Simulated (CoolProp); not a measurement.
R245ca along the isotherm 450 K: fugacity coefficient from the reference equation and from simpler models built on Tc = 447.6 K, pc = 3.941 MPa, ω = 0.355; each cubic takes its own stable root.

The numbers come from the reference Helmholtz-energy equation of state, Zhou 2016 in CoolProp.

```
p (MPa)          phase  reference  Soave-Redlich-Kwong  Peng-Robinson
-------  -------------  ---------  -------------------  -------------
0.0316             gas     0.9972               0.9973         0.9970
0.0562             gas     0.9951               0.9952         0.9947
0.1                gas     0.9912               0.9915         0.9906
0.178              gas     0.9844               0.9849         0.9832
0.316              gas     0.9724               0.9733         0.9703
0.562              gas     0.9512               0.9527         0.9476
1                  gas     0.9140               0.9164         0.9077
1.78               gas     0.8489               0.8527         0.8385
3.16               gas     0.7343               0.7409         0.7199
5.62     supercritical     0.5082               0.5246         0.5021
10       supercritical     0.3387               0.3596         0.3375
```
